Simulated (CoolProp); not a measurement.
Vapour-liquid equilibrium of cyclohexane (1) + dimethyl carbonate (2) at 8.26 bar; x and y are mole fractions of (1).

Computed with CoolProp (multi-fluid Helmholtz-energy mixture model, Zhou 2014 and Zhou 2011; pair parameters Bell 2016).

Question: Give the bubble temperature and the first vapour's composition at x = 0.275, 0.5, 0.65. Is there an azeotrope?

Answer: x = 0.275: 434.2 K, y = 0.382; x = 0.5: 431.7 K, y = 0.523; x = 0.65: 432.0 K, y = 0.606. y crosses x between x = 0.5 and 0.575: the model has an azeotrope there.

The pair parameters rest on a limited set of measurements; away from them the model extrapolates.
